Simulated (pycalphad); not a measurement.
Computed with pycalphad from the COST 507 light-alloy database (1999), at 1 atm. No gas phase is included, though pure Mg would boil below 1650 K. The database dates from 1999; later assessments differ in places, in temperatures and in the compounds included. Diffusion is slow at the low end, where real alloys seldom reach equilibrium.

How does the equilibrium phase assembly of Mg-13.75Si-0.6642Al (wt.%) change on cooling from 1650 K to 370 K?


```json
[
 {"T (K)": "1194.9", "phases above": "liquid", "phases below": "liquid + MG2SI"},
 {"T (K)": "906.9", "phases above": "liquid + MG2SI", "phases below": "hcp + liquid + MG2SI"},
 {"T (K)": "893.9", "phases above": "hcp + liquid + MG2SI", "phases below": "hcp + MG2SI"},
 {"T (K)": "374.3", "phases above": "hcp + MG2SI", "phases below": "ALMG_GAMMA + hcp + MG2SI"}
]
```
Changes were sought between steps of 40 K, so a narrower field can be missed.

Database names, with the compositions (at.%) that they take in these runs: MG2SI: Mg 67 Si 33; ALMG_GAMMA: Mg 59 Al 41.
